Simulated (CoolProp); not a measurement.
Properties of R143a along the isobar 45.3 bar.

The numbers come from the reference Helmholtz-energy equation of state, Lemmon and Jacobsen 2000 in CoolProp.

```csv
T (K),phase,density (kg/m³),speed of sound (m/s),conductivity (mW/(m K)),Prandtl number,fugacity coefficient
184.4,liquid,1282,968.2,125,3.46,0.002220
207.7,liquid,1224,862.8,113,3.02,…
230.9,liquid,1165,758.3,…,2.79,0.03144
254.2,liquid,1101,653.8,91.5,2.65,0.07617
277.5,liquid,1031,549.0,82.0,2.57,0.1524
300.8,liquid,949.5,441.5,73.0,2.54,…
324,liquid,845.3,…,63.7,2.60,0.4048
347.3,supercritical,659.2,176.3,52.9,3.35,0.5635
370.6,supercritical,226.8,134.5,32.9,1.42,0.6753
393.9,supercritical,…,158.4,30.7,1.01,0.7400
417.1,supercritical,145.3,175.0,31.7,0.884,0.7884
440.4,supercritical,128.6,188.3,33.6,0.816,0.8267
463.7,supercritical,116.5,199.7,35.9,0.771,0.8577
```

Q: What belongs in the gaps?

A: 
- 207.7, fugacity coefficient: 0.01006
- 230.9, conductivity (mW/(m K)): 102
- 300.8, fugacity coefficient: 0.2634
- 324, speed of sound (m/s): 325.8
- 393.9, density (kg/m³): 171.3

Viscosity comes from a separate model (Klein 1997), an estimate that may be off by 10 % or more. Thermal conductivity comes from a separate model (McLinden 2000), an estimate that may be off by 10 % or more.
